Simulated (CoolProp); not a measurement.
Properties of hydrogen chloride along the isobar 8800 kPa (Tc = 324.7 K, pc = 8314 kPa, ω = 0.130).

Values from CoolProp's reference Helmholtz-energy equation of state, Thol 2018.

| T (K) | phase | density (kg/m³) | cp (kJ/(kg K)) | isothermal compressibility (1/MPa) | expansivity (1/kK) |
|---|---|---|---|---|---|
| 201.2 | liquid | 1165 | 1.645 | 0.001214 | 2.102 |
| 217.9 | liquid | 1123 | 1.663 | ? | 2.309 |
| 234.6 | liquid | 1078 | 1.695 | 0.001968 | 2.588 |
| 251.4 | liquid | ? | 1.750 | 0.002646 | ? |
| 268.1 | liquid | ? | 1.837 | 0.003759 | 3.559 |
| 284.8 | liquid | 911.7 | 1.990 | 0.005866 | 4.533 |
| 301.5 | liquid | 832.9 | 2.313 | 0.01106 | 6.590 |
| 318.3 | liquid | 710.0 | ? | 0.03854 | 15.09 |
| 335 | supercritical | 233.4 | 4.773 | 0.3334 | 29.55 |
| 351.7 | supercritical | 174.0 | 2.248 | 0.1984 | ? |

Problem. Some entries are withheld; supply them.

Solution. 
- 217.9, isothermal compressibility (1/MPa): 0.001524
- 251.4, density (kg/m³): 1029
- 251.4, expansivity (1/kK): 2.978
- 268.1, density (kg/m³): 974.6
- 318.3, cp (kJ/(kg K)): 3.572
- 351.7, expansivity (1/kK): 11.73

The peak of cp marks the crossing from liquid-like to gas-like fluid above the critical point.
